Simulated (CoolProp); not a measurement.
Vapour-liquid equilibrium of R125 (1) + R134a (2) at 0.0405 MPa; x and y are mole fractions of (1).

The numbers come from the multi-fluid Helmholtz-energy mixture model, Lemmon 2005 and Tillner-Roth 1994; pair parameters Lemmon 2004 in CoolProp.

| x | bubble temperature (K) | y at the bubble point | dew temperature at overall composition x (K) | liquid density (mol/L) |
|---|---|---|---|---|
| 0.05 | 226.9 | 0.140 | 228.1 | ? |
| 0.2 | 222.3 | ? | ? | 13.89 |
| 0.35 | 218.5 | ? | 223.8 | 13.77 |
| 0.5 | 215.5 | 0.766 | ? | 13.63 |
| 0.65 | 212.9 | 0.859 | 218.2 | 13.48 |
| 0.8 | 210.6 | 0.930 | 214.6 | 13.32 |
| 0.95 | 208.7 | 0.984 | ? | 13.16 |

Task: What belongs in the gaps?

Result: 
- 0.05, liquid density (mol/L): 13.99
- 0.2, y at the bubble point: 0.442
- 0.2, dew temperature at overall composition x (K): 226.1
- 0.35, y at the bubble point: 0.635
- 0.5, dew temperature at overall composition x (K): 221.2
- 0.95, dew temperature at overall composition x (K): 209.9

No azeotrope shows between x = 0.05 and 0.95.

The pair parameters rest on a limited set of measurements; away from them the model extrapolates.
